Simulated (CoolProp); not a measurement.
Values from CoolProp's reference Helmholtz-energy equation of state, Zhou 2011.

**Question.** Give the vapour pressure (MPa), liquid density (kg/m³), enthalpy of vaporisation (kJ/kg), vapour Z of saturated dimethyl carbonate at 469.6 K.

**Answer.** 
```csv
T (K),p (MPa),liquid density (kg/m³),enthalpy of vaporisation (kJ/kg),vapour Z
469.6,1.26,800,285,0.818
```
